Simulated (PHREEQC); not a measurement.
A solution holds 0.0047 mol NH4HF2, 0.00054 mol H2SiF6, 0.00016 mol H3AsO4 and 6.9e-06 mol H2SO4 per kg of water, at 25 °C. Closed to the air; pH follows from the charge balance.

All values are PHREEQC results (ion-association model, wateq4f.dat), not measurements.

No solid was allowed to form.

Problem. Order these F species by the share of F that they hold, largest first: SiF6-2, HF, F-, HF2-, H2F2.

Solution. HF (38 %), F- (34 %), SiF6-2 (26 %), HF2- (1.3 %), H2F2 (0.97 %)

The pH is 3.08 and the ionic strength 0.00613 mol/kgw. SiF6-2 is the database's only silicon fluoride.
